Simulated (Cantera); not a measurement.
Input: 1 mol BN, 2.6 mol H₂O, 6.2 mol H₂, equilibrated at 1575 K and 25.0 Pa.

Equilibrium computed with Cantera from the NASA thermochemical tables; the gas is ideal and each condensed phase is pure. Candidate condensed phases: B, BN, B₂O₃, B₃O₃H₃, H₂O; 39 gas species. Kinetics and transport are ignored.

Base state: H₂ 0.783, HBO₂ 0.0901, H₂O 0.0675, N₂ 0.0510, B₂O₃ 0.00540, H 0.00233, HBO 0.000888, BO 6.19e-5 (mole fractions); condensed: gas only.

Problem. What changes in the equilibrium state with this change: temperature from 1575 K to 1948 K?

Solution. 
| species | before | after |
|---|---|---|
| H₂ | 0.783 | 0.724 |
| HBO₂ | 0.0901 | 0.0753 |
| H₂O | 0.0675 | 0.0738 |
| H | 0.00233 | 0.0608 |
| N₂ | 0.0510 | 0.0493 |
| O | 1.82e-8 | 3.49e-5 |
| OH | 7.29e-6 | 0.000561 |
| BO | 6.19e-5 | 0.00437 |
| BO₂ | 1.19e-5 | 0.000692 |
| B₂O₂ | 6.20e-6 | 4.74e-5 |
